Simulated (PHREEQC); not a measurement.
Dissolve 4 mmol/kgw Ag2SO4, 0.43 mmol/kgw KNO3 and 110 mmol/kgw Cu(NO3)2 at 25 °C. Closed to the air; pH follows from the charge balance.

Equilibrium calculation in PHREEQC: ion-association model, wateq4f.dat.

This is a speciation only: nothing precipitates in the calculation.

Question: Estimate the pH.

Answer: pH 4.21.

Question: In which forms is S present?

Answer: CuSO4 57 %, SO4-2 41 %, AgSO4- 1.5 % of the S.

Examples of supersaturated solids here: Antlerite, Brochantite. Others may be too. Complexes and solids missing from the database can't appear.
